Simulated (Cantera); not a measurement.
An isothermal, constant-pressure homogeneous reactor starts with NO : N2 = 1 : 0.14 (molar parts), at 1600 K and 0.0132 atm. Integrator tolerance rtol = 1e-08.

Computed with Cantera and GRI-Mech 3.0 (53 species, 325 reactions). Radical loss at walls, strong at low pressure, is not modelled.

Question: What does this change do: pressure from 0.0132 atm to 0.987 atm?

Answer: 
```tsv
quantity	before	after
x(NO) at 2.00 s	0.876 (gas-phase equilibrium 0.00237)	0.790 (gas-phase equilibrium 0.00237)
x(O2) at 2.00 s	0.000523 (gas-phase equilibrium 0.437)	0.0422 (gas-phase equilibrium 0.437)
x(N2O) at 2.00 s	0.000228 (gas-phase equilibrium 1.37e-8)	0.000226 (gas-phase equilibrium 1.19e-7)
x(NO2) at 2.00 s	4.43e-5 (gas-phase equilibrium 1.58e-6)	0.00149 (gas-phase equilibrium 1.37e-5)
x(O) at 2.00 s	1.62e-5 (gas-phase equilibrium 8.36e-5)	3.27e-6 (gas-phase equilibrium 9.65e-6)
```

Question: What does this change do: temperature 1600 to 2023 K?

Answer: 
```json
[
 {"quantity": "x(NO) at 2.00 s", "before": "0.876 (gas-phase equilibrium 0.00237)", "after": "0.715 (gas-phase equilibrium 0.00984)"},
 {"quantity": "x(O2) at 2.00 s", "before": "0.000523 (gas-phase equilibrium 0.437)", "after": "0.0791 (gas-phase equilibrium 0.430)"},
 {"quantity": "x(N2O) at 2.00 s", "before": "0.000228 (gas-phase equilibrium 1.37e-8)", "after": "0.000130 (gas-phase equilibrium 5.35e-8)"},
 {"quantity": "x(NO2) at 2.00 s", "before": "4.43e-5 (gas-phase equilibrium 1.58e-6)", "after": "7.83e-5 (gas-phase equilibrium 2.69e-6)"},
 {"quantity": "x(O) at 2.00 s", "before": "1.62e-5 (gas-phase equilibrium 8.36e-5)", "after": "0.00228 (gas-phase equilibrium 0.00455)"}
]
```
